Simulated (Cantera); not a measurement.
An isothermal, constant-pressure homogeneous reactor starts with N₂O : H₂ : N₂ = 1 : 0.027 : 1.3 (molar parts), at 1198 K and 0.0118 atm. Integrator tolerance rtol = 1e-08.

Model: GRI-Mech 3.0 (53 species, 325 reactions), integrated in Cantera. GRI-Mech 3.0 was tuned for natural gas; its chemistry of N2O as a main component is partial and can be far from experiment. Radical loss at walls, strong at low pressure, is not modelled. The mechanism lacks the step 2 NO + O2 → 2 NO2, which can matter for NO2 below about 1400 K. The temperature is held fixed by assumption; the heat of reaction is taken as removed at once.

| quantity | before | after |
|---|---|---|
| x(N₂O) at 80.0 s | 0.209 (gas-phase equilibrium 1.40e-9) | 1.36e-7 (gas-phase equilibrium 1.29e-8) |
| x(H₂) at 80.0 s | 2.94e-8 (gas-phase equilibrium 2.59e-9) | 2.91e-10 (gas-phase equilibrium 2.81e-10) |
| x(O) at 80.0 s | 1.63e-6 (gas-phase equilibrium 9.18e-8) | 9.64e-9 (gas-phase equilibrium 9.99e-9) |
| x(H₂O₂) at 80.0 s | 1.82e-10 (gas-phase equilibrium 1.03e-11) | 9.13e-11 (gas-phase equilibrium 9.45e-11) |
| x(H₂O) at 80.0 s | 0.0106 (gas-phase equilibrium 0.00960) | 0.00960 (gas-phase equilibrium 0.00960) |
| x(OH) at 80.0 s | 1.14e-5 (gas-phase equilibrium 2.60e-6) | 8.45e-7 (gas-phase equilibrium 8.59e-7) |
| x(NO) at 80.0 s | 0.0159 (gas-phase equilibrium 0.000179) | 0.0229 (gas-phase equilibrium 0.000179) |

Problem. Name the change that produced these shifts.
A) temperature 1198 to 1075 K
B) temperature 1198 to 1048 K
C) temperature 1198 to 1600 K
D) pressure from 0.0118 atm to 1.00 atm

Solution. D, pressure from 0.0118 atm to 1.00 atm
